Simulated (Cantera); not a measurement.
Feed: 1 mol SiC, 0.31 mol N2O, 2.2 mol N2, 0.11 mol CO2, held at 1975 K and 0.990 bar.

Cantera equilibrium calculation (NASA polynomials, part measured and part estimated; ideal gas, pure solids and liquids). Candidate condensed phases: C, Si, SiC, SiO2, Si2N2O, Si3N4; 34 gas species. Mutual solubility and eutectic melting of coexisting phases are not modelled. Rates play no part.

Base state: N2 0.856, CO 0.138, SiO 0.00538 (mole fractions); condensed: SiC(s) + Si2N2O(s).

### Question
What changes in the equilibrium state with this change: N2O from 0.31 to 0.057 mol?

### Answer
```
species          before    after
--------------  -------  -------
N2                0.856    0.906
CO                0.138   0.0893
SiO             0.00538  0.00448
SiC(s), mol       0.725    0.892
Si2N2O(s), mol    0.130   0.0484
```

### Question
What changes in the equilibrium state with this change: CO2 from 0.11 to 0.015 mol?

### Answer
| species | before | after |
|---|---|---|
| N2 | 0.856 | 0.910 |
| CO | 0.138 | 0.0860 |
| SiO | 0.00538 | 0.00441 |
| SiC(s), mol | 0.725 | 0.787 |
| Si2N2O(s), mol | 0.130 | 0.101 |

### Question
What changes in the equilibrium state with this change: temperature from 1975 K to 1050 K?

### Answer
```
species               before    after
-------------------  -------  -------
N2                     0.856    0.999
CO                     0.138  0.00105
SiO                  0.00538    <1e-9
SiC(s), mol            0.725        0
Si2N2O(s), mol         0.130    0.491
C(graphite), mol           0     1.11
SiO2(β-quartz), mol        0   0.0186
```
